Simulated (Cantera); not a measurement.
A freely propagating, adiabatic, planar premixed flame of CH₄ : O₂ : N₂ = 1 : 2.74 : 10.3 (molar parts), unburnt at 675 K and 200000 Pa; mixture-averaged transport, grid criteria slope 0.08 and curve 0.16, no radiation.

Detailed kinetics in Cantera: GRI-Mech 3.0 (53 species, 325 reactions). Burning velocities carry a grid error of a few per cent, more on coarse grids.

Q: What does this change do: 0.54 parts H2 added?

A: 
```csv
quantity,before,after
laminar burning velocity,98.4 cm/s,155 cm/s
thermal thickness,0.214 mm,0.170 mm
peak x(HCN),6.30e-7,1.32e-6
peak x(O),0.00390,0.00528
peak x(H₂O₂),2.89e-5,2.81e-5
```

Q: What does this change do: N2 10.3 to 13 parts?

A: 
```tsv
quantity	before	after
laminar burning velocity	98.4 cm/s	60.8 cm/s
thermal thickness	0.214 mm	0.299 mm
peak x(HCN)	6.30e-7	3.80e-7
peak x(O)	0.00390	0.00221
peak x(H₂O₂)	2.89e-5	2.58e-5
```
